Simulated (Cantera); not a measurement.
## Equilibrium for titanium nitride, carbide and oxide coatings: Ti + C₃H₈ + H₂

A closed system holds: 1 mol Ti, 0.064 mol C₃H₈, 58 mol H₂, held at 0.0200 bar.

These are equilibrium values from Cantera (NASA tables, ideal gas, pure condensed phases), not measurements of a reactor. Candidate condensed phases: C, C₆H₆, C₇H₈, C₈H₁₈, Ti, TiC; 77 gas species. Mutual solubility and eutectic melting of coexisting phases are not modelled. TiC: taken at fixed stoichiometry. Condensed phases not in the tables: N, O or C dissolved in the metal. The numbers say what is thermodynamically allowed, not how fast it happens.

From 1000 K to 1100 K the condensed part is Ti(α) + TiC(s). From 1200 K to 1700 K the condensed part is Ti(β) + TiC(s).

```tsv
T (K)	log p H₂	log p H	log p Ti	n Ti(α)	n TiC(s)	n Ti(β)
1000	-1.70	-9.49	<-13	0.808	0.192	0
1100	-1.70	-8.44	<-13	0.808	0.192	0
1200	-1.70	-7.55	-12.98	0	0.192	0.808
1300	-1.70	-6.81	-11.44	0	0.192	0.808
1400	-1.70	-6.16	-10.11	0	0.192	0.808
1500	-1.70	-5.60	-8.97	0	0.192	0.808
1600	-1.70	-5.11	-7.97	0	0.192	0.808
1700	-1.70	-4.68	-7.09	0	0.192	0.808
```
log p: log10 of the partial pressure in bar; n: condensed amount in mol.
